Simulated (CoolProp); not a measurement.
Vapour pressure (kPa) of R1336mzz(Z): the reference equation beside estimates from Tc = 171.3 °C, pc = 2904 kPa, ω = 0.386.

Values from CoolProp's reference Helmholtz-energy equation of state, McLinden 2020.

| T (°C) | reference | Lee-Kesler | van der Waals | Redlich-Kwong | Peng-Robinson |
|---|---|---|---|---|---|
| 14.05 | 46.96 | 46.49 | 381.8 | [?] | 47.28 |
| 25.05 | 73.71 | 73.36 | 466.9 | 175.5 | 73.92 |
| 36.05 | 111.3 | 111.3 | [?] | 240.7 | [?] |
| 47.05 | 162.6 | 163.1 | 672.7 | 321.9 | 162.4 |
| 58.05 | 230.6 | 231.9 | 794.5 | 421.0 | 230.3 |
| 69.05 | 318.7 | 320.8 | 929.7 | 539.9 | 318.3 |
| 80.05 | 430.4 | 433.5 | 1079 | 680.4 | 430.3 |
| 91.05 | 569.8 | 573.6 | [?] | 844.4 | 570.4 |
| 101.95 | 739.1 | 743.5 | 1418 | 1032 | 741.1 |
| 112.95 | 946.1 | 950.6 | 1612 | 1247 | 950.2 |
| 123.95 | 1194 | 1199 | 1820 | [?] | 1201 |
| 134.95 | 1489 | 1494 | 2044 | 1765 | 1500 |
| 145.95 | 1838 | [?] | 2285 | 2071 | [?] |
| 156.95 | 2249 | 2253 | 2542 | 2409 | 2263 |

Question: Some entries are withheld; supply them.

Answer: 
- 14.05, Redlich-Kwong: 124.3
- 36.05, van der Waals: 563.7
- 36.05, Peng-Robinson: 111.4
- 91.05, van der Waals: 1242
- 123.95, Redlich-Kwong: 1491
- 145.95, Lee-Kesler: 1842
- 145.95, Peng-Robinson: 1852

Absolute difference from the reference over all 14 rows, mean and median: Lee-Kesler 0.5 and 0.5 %, van der Waals 211.5 and 134.3 %, Redlich-Kwong 65.0 and 53.1 %, Peng-Robinson 0.4 and 0.3 %.
